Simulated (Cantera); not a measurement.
Low-pressure radical oxidation in H2/O2

An isothermal, constant-pressure homogeneous reactor starts with 26.5 % H2, 73.5 % O2, equivalence ratio 0.18, at 1198 K and 10.00 Torr.

Detailed kinetics in Cantera: the H2/O2 subset of GRI-Mech 3.0, which has no nitrogen chemistry. Radical loss at walls, strong at low pressure, is not modelled. The temperature is held fixed by assumption; the heat of reaction is taken as removed at once.

```
t (s)         x H2   x O2       x H    x H2O2    x HO2
--------  --------  -----  --------  --------  -------
6.00e-6      0.265  0.735  9.90e-10    <1e-12  1.03e-9
4.13e-5      0.265  0.735   6.88e-9  3.08e-12  7.10e-9
0.000284     0.265  0.735   5.01e-7  1.46e-10  5.03e-8
0.00195     0.0148  0.600    0.0962   3.36e-7  9.42e-6
0.0134     0.00574  0.666    0.0182   5.66e-7  1.13e-5
0.0923    0.000121  0.694   5.09e-5   2.11e-7  2.27e-6
0.634      4.15e-6  0.695   3.44e-7   2.97e-8  1.32e-7
4.36       3.59e-7  0.695   9.04e-9   4.54e-9  1.89e-8
30.0       5.48e-8  0.695  5.46e-10  9.11e-10  1.70e-8
```
x: mole fraction; the columns are a selection and need not sum to one.

Equilibrium at this temperature and pressure: H2 3.89e-8, O2 0.695, H 3.27e-10, H2O2 6.91e-10, HO2 1.91e-8 (gas phase only).
